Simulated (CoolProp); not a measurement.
A single-stage vapour-compression cycle with R1132(E): evaporating at 256.15 K (dew point), condensing at 303.15 K (bubble point), superheat 10 K, subcooling 2 K, compressor efficiency 0.9, no pressure losses. Each further row changes one setting.

Values from CoolProp's reference Helmholtz-energy equation of state, Akasaka 2024.

| case | cooling COP | pressure ratio | discharge temperature (K) | refrigerating effect (kJ/kg) | volumetric capacity (kJ/m³) |
|---|---|---|---|---|---|
| as stated | ? | 4.07 | 337.4 | 201 | 2940 |
| evaporating temperature 261.15 K | 4.43 | ? | 334.2 | 204 | 3530 |
| condensing temperature 298.15 K | ? | 3.58 | ? | 211 | 3080 |
| subcooling 7 K | ? | 4.07 | 337.4 | 211 | 3080 |
| superheat 20 K | 3.79 | 4.07 | 347.8 | 211 | 2940 |
| compressor efficiency 0.8 | ? | 4.07 | 342.8 | 201 | 2940 |

Complete the blanks.


- as stated, cooling COP: 3.80
- evaporating temperature 261.15 K, pressure ratio: 3.41
- condensing temperature 298.15 K, cooling COP: 4.40
- condensing temperature 298.15 K, discharge temperature (K): 330.3
- subcooling 7 K, cooling COP: 3.98
- compressor efficiency 0.8, cooling COP: 3.38
